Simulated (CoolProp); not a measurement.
A closed Brayton cycle with carbon dioxide: compressor inlet 325.15 K and 8.1 MPa, high pressure 17.4 MPa, turbine inlet 910 K, compressor efficiency 0.85, turbine efficiency 0.85, recuperator effectiveness 0.95 (on enthalpy, no pinch check). Each further row changes one setting.

The numbers come from the reference Helmholtz-energy equation of state, Span 1996 in CoolProp.

```json
[
 {"case": "as stated", "thermal efficiency (%)": "…", "net work (kJ/kg)": "69.1", "compressor to turbine work": "0.35", "compressor exit (K)": "389.5", "turbine exit (K)": "817.5"},
 {"case": "turbine inlet 860 K", "thermal efficiency (%)": "33.8", "net work (kJ/kg)": "…", "compressor to turbine work": "0.38", "compressor exit (K)": "389.5", "turbine exit (K)": "…"},
 {"case": "compressor inlet 335.15 K", "thermal efficiency (%)": "…", "net work (kJ/kg)": "…", "compressor to turbine work": "0.40", "compressor exit (K)": "…", "turbine exit (K)": "817.5"},
 {"case": "high pressure 14.8 MPa", "thermal efficiency (%)": "33.9", "net work (kJ/kg)": "…", "compressor to turbine work": "…", "compressor exit (K)": "375.5", "turbine exit (K)": "836.6"},
 {"case": "recuperator effectiveness 0.5", "thermal efficiency (%)": "16.5", "net work (kJ/kg)": "69.1", "compressor to turbine work": "0.35", "compressor exit (K)": "389.5", "turbine exit (K)": "817.5"}
]
```

Problem. Complete the blanks.

Solution. 
- as stated, thermal efficiency (%): 35.5
- turbine inlet 860 K, net work (kJ/kg): 62.8
- turbine inlet 860 K, turbine exit (K): 770.7
- compressor inlet 335.15 K, thermal efficiency (%): 34.6
- compressor inlet 335.15 K, net work (kJ/kg): 64.4
- compressor inlet 335.15 K, compressor exit (K): 403.7
- high pressure 14.8 MPa, net work (kJ/kg): 56.4
- high pressure 14.8 MPa, compressor to turbine work: 0.34
